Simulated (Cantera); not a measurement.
Input (Python, Cantera) and output of one run.

```python
import numpy as np
import cantera as ct

gas_names = [...]  # 110 gases of nasa_gas.yaml made of C, H, O
cond_names = """
    C(gr) C6H6(L) C7H8(L) C8H18(L),n-octa H2O(s) H2O(L)
""".split()


# ... load() reads the species with a 1 bar reference pressure and builds the phases ...
atoms = {
    'CH4': {'C': 1, 'H': 4},
    'CO2': {'C': 1, 'O': 2},
    'H2': {'H': 2},
}
top_T = {'C(gr)': 4500}  # K; cautious upper limits of use, not melting points


# ... equilibrate(T, P, feed) seeds the gas with the atoms and calls Mixture.equilibrate('TP', solver="vcs", rtol=1e-11, max_steps=5000) ...
results = []
feed = {'CH4': 1, 'CO2': 0.81, 'H2': 0.52}  # mol
P = 101325  # Pa
for T in [1625, 1725, 1825, 1925, 2025, 2125, 2225, 2325, 2425, 2525, 2625, 2725, 2825]:
    mix = equilibrate(T, P, feed)
    results.append((T, P, feed, dict(zip(mix.species_names, mix.species_moles))))

top = {s: max(r[3][s] / sum(r[3][g] for g in gas_names) for r in results) for s in gas_names}
cols = sorted((s for s in top if top[s] > 0.0001), key=lambda s: -top[s])[:9]
seen = [c for c in cond_names if any(r[3].get(c, 0) > 1e-12 for r in results)]
print("log10 of partial pressures in bar; condensed amounts in mol")
print(f"{'T/K':>10s}" + "".join(f"{s[:9]:>10s}" for s in cols + seen))
for T, P, feed, n in results:
    ng = sum(n[g] for g in gas_names)
    print(f"{T:10.4g}" + "".join(f"{np.log10(max(n[s] / ng * P / 1e5, 1e-99)):10.3f}" for s in cols)
          + "".join(f"{n.get(c, 0):10.4g}" for c in seen))
```

It prints:

```
log10 of partial pressures in bar; condensed amounts in mol
       T/K        H2        CO         H C2H2,acet       CH4       C2H      C4H2       H2O     C(gr)
      1625    -0.211    -0.402    -4.257    -4.660    -3.254   -11.121    -9.520    -3.738    0.1884
      1725    -0.210    -0.402    -3.836    -4.246    -3.421   -10.074    -8.688    -3.988    0.1885
      1825    -0.210    -0.402    -3.461    -3.878    -3.570    -9.141    -7.949    -4.210    0.1881
      1925    -0.211    -0.402    -3.125    -3.550    -3.703    -8.307    -7.288    -4.409     0.187
      2025    -0.211    -0.402    -2.821    -3.255    -3.823    -7.556    -6.693    -4.587    0.1849
      2125    -0.212    -0.402    -2.546    -2.988    -3.932    -6.876    -6.156    -4.749    0.1811
      2225    -0.214    -0.403    -2.296    -2.747    -4.032    -6.259    -5.669    -4.896    0.1749
      2325    -0.217    -0.404    -2.067    -2.528    -4.124    -5.696    -5.226    -5.031    0.1652
      2425    -0.221    -0.405    -1.858    -2.329    -4.212    -5.181    -4.822    -5.157    0.1507
      2525    -0.228    -0.406    -1.666    -2.148    -4.296    -4.708    -4.452    -5.275    0.1301
      2625    -0.236    -0.409    -1.490    -1.985    -4.380    -4.273    -4.115    -5.387    0.1017
      2725    -0.249    -0.412    -1.329    -1.837    -4.464    -3.873    -3.807    -5.496   0.06374
      2825    -0.265    -0.416    -1.182    -1.706    -4.552    -3.504    -3.527    -5.602   0.01434
```

Method: chemical equilibrium by Gibbs-energy minimisation in Cantera with the NASA 1993 tables (ideal gas, pure condensed phases).
